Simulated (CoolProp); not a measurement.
Saturation properties of R1234yf (Tc = 367.8 K, pc = 3.384 MPa, ω = 0.276).

Computed with CoolProp (reference Helmholtz-energy equation of state, Lemmon 2022).

```csv
T (K),p (MPa),vapour density (kg/m³),liquid viscosity (µPa s),liquid conductivity (mW/(m K))
280.9,0.4076,22.61,180,68.9
284.2,0.4522,25.05,172,67.9
287.4,0.4989,27.61,166,66.9
290.7,0.5508,30.48,159,65.8
294,0.6066,33.60,153,64.8
297.2,0.6647,36.87,147,63.8
300.5,0.7288,40.52,141,62.8
303.8,0.7975,44.49,135,61.8
307,0.8686,48.66,130,60.9
310.3,0.9468,53.32,125,59.9
313.6,1.030,58.39,120,58.9
316.9,1.119,63.91,115,58.0
320.1,1.210,69.73,110,57.0
```

It boils at 243.7 K under 1 atm.

Viscosity comes from a separate model (Bell 2016), an estimate that may be off by 10 % or more. Thermal conductivity comes from a separate model (Perkins 2011).
